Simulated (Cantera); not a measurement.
A closed system holds: 1 mol C2H5OH, 0.17 mol NH3, at 2625 °C.

Equilibrium computed with Cantera from the NASA thermochemical tables; the gas is ideal and each condensed phase is pure. Candidate condensed phases: C, C6H6, C7H8, C8H18, H2O; 136 gas species. The ideal-gas law is rough above about 30 bar. Kinetics and transport are ignored.

Which condensed phases are stable at each of these points (P (Pa)): 10, 56, 320, 1800, 10000, 56000, 320000, 1800000, 10000000?


```tsv
P (Pa)	condensed phases	C condensed (%)
10	gas only	0.0
56	gas only	0.0
320	C(graphite)	1.5
1800	C(graphite)	30.8
10000	C(graphite)	32.9
56000	C(graphite)	32.4
320000	C(graphite)	31.9
1800000	C(graphite)	31.5
10000000	C(graphite)	30.5
```

From 0.0750 Torr to 0.420 Torr nothing is condensed. From 2.40 Torr to 75000 Torr the condensed part is C(graphite).
